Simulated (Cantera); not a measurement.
An isothermal, constant-pressure homogeneous reactor starts with CH2O : O2 : N2 = 0.017 : 0.031 : 1 (molar parts), equivalence ratio 0.55, at 1475 K and 5.00 bar.

Cantera simulation using GRI-Mech 3.0 (53 species, 325 reactions); the numbers are that mechanism's predictions, not measurements.

x: mole fraction; the columns are a selection and need not sum to one.

```tsv
t (s)	x CH2O	x O2	x C2H6	x N2O	x HCN	x CO	x HO2
0.000900	<1e-12	0.0137	<1e-12	2.02e-6	<1e-12	0.000863	[?]
0.00156	<1e-12	0.0135	<1e-12	2.15e-6	<1e-12	0.000336	[?]
0.00271	<1e-12	0.0134	<1e-12	2.14e-6	<1e-12	0.000118	[?]
0.00469	<1e-12	0.0134	<1e-12	1.94e-6	<1e-12	3.75e-5	[?]
0.00814	<1e-12	0.0134	<1e-12	1.52e-6	<1e-12	1.10e-5	[?]
0.0141	<1e-12	0.0134	<1e-12	9.63e-7	<1e-12	2.98e-6	[?]
0.0245	<1e-12	0.0134	<1e-12	4.34e-7	<1e-12	8.02e-7	[?]
0.0424	<1e-12	0.0134	<1e-12	1.32e-7	<1e-12	2.99e-7	1.33e-8
0.0736	<1e-12	0.0134	<1e-12	5.22e-8	<1e-12	2.17e-7	1.24e-8
0.128	<1e-12	0.0134	<1e-12	4.59e-8	<1e-12	2.11e-7	1.23e-8
0.221	<1e-12	0.0134	<1e-12	4.58e-8	<1e-12	2.11e-7	1.23e-8
0.384	<1e-12	0.0134	<1e-12	4.58e-8	<1e-12	2.11e-7	1.23e-8
0.665	<1e-12	0.0134	<1e-12	4.58e-8	<1e-12	2.11e-7	1.23e-8
1.15	<1e-12	0.0134	<1e-12	4.58e-8	<1e-12	2.11e-7	1.23e-8
2.00	<1e-12	0.0134	<1e-12	4.58e-8	<1e-12	2.11e-7	1.23e-8
```

Q: Fill in the missing entries.

A: 
- 0.000900, x HO2: 3.48e-6
- 0.00156, x HO2: 1.64e-6
- 0.00271, x HO2: 6.57e-7
- 0.00469, x HO2: 2.37e-7
- 0.00814, x HO2: 8.39e-8
- 0.0141, x HO2: 3.33e-8
- 0.0245, x HO2: 1.77e-8
